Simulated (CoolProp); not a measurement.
Saturated liquid density (kg/m³) of hydrogen chloride: the reference equation beside estimates from Tc = 324.7 K, pc = 83.14 bar, ω = 0.130. Rackett uses Z = 0.29056 − 0.08775 ω.

Computed with CoolProp (reference Helmholtz-energy equation of state, Thol 2018).

```csv
T (K),reference,Rackett,van der Waals,Soave-Redlich-Kwong,Peng-Robinson
215.6,1114,1024,660.3,976.5,1105
219,1105,1015,654.8,967.3,1095
222.5,1095,1006,649.0,957.6,1084
225.9,1085,997.3,643.3,947.9,1073
229.3,1075,988.4,637.4,937.9,1062
232.8,1065,979.0,631.2,927.4,1051
236.2,1055,969.7,625.1,916.9,1039
239.7,1044,959.9,618.7,905.8,1027
243.1,1034,950.3,612.3,894.7,1014
246.5,1023,940.5,605.8,883.3,1002
250,1011,930.1,598.9,871.3,988.1
```

Absolute difference from the reference over all 11 rows, mean and median: Rackett 8.1 and 8.1 %, van der Waals 40.7 and 40.7 %, Soave-Redlich-Kwong 13.0 and 12.9 %, Peng-Robinson 1.4 and 1.3 %.
